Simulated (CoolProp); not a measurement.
Hydrogen chloride along the isobar 106 bar: Z from the reference equation and from simpler models built on Tc = 51.5 °C, pc = 83.14 bar, ω = 0.130; each cubic takes its own stable root.

The numbers come from the reference Helmholtz-energy equation of state, Thol 2018 in CoolProp.

```
T (°C)          phase  reference
------  -------------  ---------
-41.55         liquid     0.1842
-28.55         liquid     0.1804
-15.55         liquid     0.1778
-2.45          liquid     0.1766
10.55          liquid     0.1771
23.55          liquid     0.1799
36.55          liquid     0.1866
49.55          liquid     0.2024
62.55   supercritical     0.2739
75.55   supercritical     0.4963
88.65   supercritical     0.6004
```

**Question.** How far does each simpler model (van der Waals, Redlich-Kwong, Soave-Redlich-Kwong, Peng-Robinson) lie from the reference over these 11 states: mean and median of the absolute difference, and the worst?

**Answer.** 
- van der Waals: mean 48.1 %, median 61.0 %, worst +64.9 % at -41.55 °C and 106 bar
- Redlich-Kwong: mean 17.0 %, median 18.6 %, worst +27.4 % at 49.55 °C and 106 bar
- Soave-Redlich-Kwong: mean 17.0 %, median 16.6 %, worst +27.0 % at 49.55 °C and 106 bar
- Peng-Robinson: mean 5.7 %, median 3.2 %, worst +17.7 % at 62.55 °C and 106 bar
